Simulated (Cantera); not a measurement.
Input: 1 mol MgO, 2.1 mol CO, 4.6 mol H2, at 2323 K and 4.50 mbar.

Equilibrium computed with Cantera from the NASA thermochemical tables; the gas is ideal and each condensed phase is pure. Candidate condensed phases: C, C6H6, C7H8, C8H18, H2O, Mg, MgCO3, MgO, Mg(OH)2; 116 gas species. The tables' values for MgH are old estimates; treat these amounts as uncertain. The numbers say what is thermodynamically allowed, not how fast it happens.

Base state: H2 0.405, CO 0.247, Mg 0.122, H2O 0.105, H 0.103, CO2 0.0113, OH 0.00447, O 0.000774 (mole fractions); condensed: gas only.

What changes in the equilibrium state with this change: temperature from 2323 K to 2023 K?


```json
[
 {"species": "H2", "before": "0.405", "after": "0.581"},
 {"species": "CO", "before": "0.247", "after": "0.288"},
 {"species": "Mg", "before": "0.122", "after": "0.0549"},
 {"species": "H", "before": "0.103", "after": "0.0216"},
 {"species": "CO2", "before": "0.0113", "after": "0.00525"},
 {"species": "H2O", "before": "0.105", "after": "0.0495"},
 {"species": "O2", "before": "8.39e-5", "after": "1.89e-7"},
 {"species": "O", "before": "0.000774", "after": "5.17e-6"},
 {"species": "MgO", "before": "0.000193", "after": "7.18e-6"},
 {"species": "MgO(s), mol", "before": "0", "after": "0.605"}
]
```

What changes in the equilibrium state with this change: pressure from 4.50 mbar to 0.150 bar?


```tsv
species	before	after
H2	0.405	0.575
CO	0.247	0.287
Mg	0.122	0.0575
H	0.103	0.0213
CO2	0.0113	0.00465
H2O	0.105	0.0528
O2	8.39e-5	3.14e-7
O	0.000774	8.20e-6
OH	0.00447	0.000326
MgO	0.000193	3.22e-5
MgO(s), mol	0	0.579
```
